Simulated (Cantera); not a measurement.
## Thermodynamics of roasting and sulfation, feed FeS₂ + H₂S + CO₂ + SO₂

Feed: 1 mol FeS₂, a varied amount of H₂S, 0.53 mol CO₂, 0.12 mol SO₂, at 1500 °C and 3800 Pa.

Method: chemical equilibrium by Gibbs-energy minimisation in Cantera with the NASA 1993 tables (ideal gas, pure condensed phases). Candidate condensed phases: C, C₆H₆, C₇H₈, C₈H₁₈, Fe, Fe(CO)₅, FeO, Fe(OH)₂, Fe(OH)₃, FeS, FeSO₄, FeS₂, Fe₂O₃, Fe₂(SO₄)₃, Fe₃O₄, H₂O, H₂SO₄, S; 127 gas species. FeS: taken at fixed stoichiometry. Rates play no part.

```json
[
 {"n(H₂S) (mol)": "0.089", "log p S₂": "-1.89", "log p H₂": "-3.14", "log p CO": "-2.03", "log p SO₂": "-2.18", "log p H₂O": "-2.80", "log p CO₂": "-2.26", "log p H₂S": "-4.01", "log p SO": "-2.98", "log p SH": "-3.91", "n FeS(l)": "1.000"},
 {"n(H₂S) (mol)": "0.13", "log p S₂": "-1.89", "log p H₂": "-2.98", "log p CO": "-2.04", "log p SO₂": "-2.22", "log p H₂O": "-2.65", "log p CO₂": "-2.29", "log p H₂S": "-3.85", "log p SO": "-3.00", "log p SH": "-3.83", "n FeS(l)": "1.000"},
 {"n(H₂S) (mol)": "0.2", "log p S₂": "-1.88", "log p H₂": "-2.80", "log p CO": "-2.06", "log p SO₂": "-2.28", "log p H₂O": "-2.51", "log p CO₂": "-2.34", "log p H₂S": "-3.66", "log p SO": "-3.02", "log p SH": "-3.73", "n FeS(l)": "1.000"},
 {"n(H₂S) (mol)": "0.3", "log p S₂": "-1.88", "log p H₂": "-2.63", "log p CO": "-2.08", "log p SO₂": "-2.36", "log p H₂O": "-2.38", "log p CO₂": "-2.41", "log p H₂S": "-3.49", "log p SO": "-3.07", "log p SH": "-3.65", "n FeS(l)": "1.000"},
 {"n(H₂S) (mol)": "0.44", "log p S₂": "-1.87", "log p H₂": "-2.48", "log p CO": "-2.11", "log p SO₂": "-2.48", "log p H₂O": "-2.29", "log p CO₂": "-2.49", "log p H₂S": "-3.34", "log p SO": "-3.12", "log p SH": "-3.57", "n FeS(l)": "1.000"},
 {"n(H₂S) (mol)": "0.66", "log p S₂": "-1.86", "log p H₂": "-2.32", "log p CO": "-2.16", "log p SO₂": "-2.65", "log p H₂O": "-2.22", "log p CO₂": "-2.62", "log p H₂S": "-3.18", "log p SO": "-3.21", "log p SH": "-3.48", "n FeS(l)": "1.000"},
 {"n(H₂S) (mol)": "0.99", "log p S₂": "-1.86", "log p H₂": "-2.17", "log p CO": "-2.21", "log p SO₂": "-2.89", "log p H₂O": "-2.19", "log p CO₂": "-2.80", "log p H₂S": "-3.03", "log p SO": "-3.32", "log p SH": "-3.41", "n FeS(l)": "1.000"},
 {"n(H₂S) (mol)": "1.5", "log p S₂": "-1.87", "log p H₂": "-2.03", "log p CO": "-2.29", "log p SO₂": "-3.20", "log p H₂O": "-2.20", "log p CO₂": "-3.04", "log p H₂S": "-2.89", "log p SO": "-3.48", "log p SH": "-3.34", "n FeS(l)": "1.000"}
]
```
log p: log10 of the partial pressure in bar; n: condensed amount in mol.

From 0.089 mol H₂S to 1.5 mol H₂S the condensed part is FeS(l). The main Fe-bearing gas is Fe throughout.
